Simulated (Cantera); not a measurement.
A counterflow diffusion flame at 750 Torr, nozzles 20 mm apart: fuel side C3H8 : N2 = 1 : 0.3 (molar parts) at 450 K, oxidiser side O2 : N2 = 0.23 : 0.77 (molar parts) at 798 K, fuel mass flux 1.7 times the oxidiser's; mixture-averaged transport, no radiation.

Model: GRI-Mech 3.0 (53 species, 325 reactions), integrated in Cantera. GRI-Mech 3.0 was tuned for natural gas; its chemistry of propane as a main component is partial and can be far from experiment. GRI-Mech 3.0 has no aromatics or soot, which form on the fuel side of real flames. The maximum strain rate includes the flame's own expansion and is several times the mean.

x: mole fraction; the columns are a selection and need not sum to one.

| oxidiser flux (kg/m²/s) | max strain (1/s) | mean strain (1/s) | T max (K) | peak x OH | peak x H | peak x NO | peak x CO | peak x C2H2 |
|---|---|---|---|---|---|---|---|---|
| 0.25 | 276 | 48.4 | 2276 | 0.0115 | 0.00585 | 0.000506 | 0.0903 | 0.0497 |
| 0.39 | 419 | 75.4 | 2248 | 0.0115 | 0.00634 | 0.000451 | 0.0887 | 0.0477 |
| 0.6 | ? | 116 | 2221 | 0.0115 | 0.00681 | ? | 0.0872 | 0.0454 |
| 0.93 | 945 | 180 | 2195 | 0.0113 | 0.00729 | 0.000352 | 0.0861 | 0.0431 |
| 1.4 | 1380 | 271 | 2168 | 0.0111 | 0.00769 | 0.000302 | 0.0851 | 0.0405 |
| 2.2 | 2100 | 426 | 2133 | 0.0106 | 0.00802 | 0.000242 | 0.0845 | 0.0373 |
| 3.4 | ? | 658 | 2094 | 0.00999 | 0.00816 | ? | 0.0847 | ? |
| 5.3 | 4730 | 1030 | 2044 | 0.00908 | 0.00801 | 0.000120 | 0.0859 | 0.0284 |

Question: Fill in the missing entries.

Answer: 
- 0.6, max strain (1/s): 627
- 0.6, peak x NO: 0.000402
- 3.4, max strain (1/s): 3140
- 3.4, peak x NO: 0.000181
- 3.4, peak x C2H2: 0.0334
